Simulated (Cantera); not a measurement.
A closed system holds: 1 mol CuO, 10 mol CO, 0.76 mol N2, at 948 K and 1.00 bar.

Equilibrium computed with Cantera from the NASA thermochemical tables; the gas is ideal and each condensed phase is pure. Candidate condensed phases: C, Cu, CuO, Cu2O; 27 gas species. Rates play no part.

Q: What is the equilibrium state?

A: 
```json
{
 "x(CO)": "0.489",
 "x(CO2)": "0.419",
 "x(N2)": "0.0917",
 "n(C(graphite))": "2.47 mol",
 "n(Cu(s))": "1.00 mol",
 "gas_amount": "8.287 mol"
}
```
